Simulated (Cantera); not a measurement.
Charge: 1 mol CH3Cl, 0.22 mol H2.

Equilibrium computed with Cantera from the NASA thermochemical tables; the gas is ideal and each condensed phase is pure. Candidate condensed phases: C, C6H6, C7H8, C8H18; 91 gas species. Kinetics and transport are ignored.

### Question
What condenses at these points (T in K, P in Pa): (2775, 10); (3025, 100); (2675, 3.2); (2675, 100)?

### Answer
| T (K) | P in Pa | condensed phases | C condensed (%) |
|---|---|---|---|
| 2775 | 10 | gas only | 0.0 |
| 3025 | 100 | gas only | 0.0 |
| 2675 | 3.2 | gas only | 0.0 |
| 2675 | 100 | C | 88.7 |
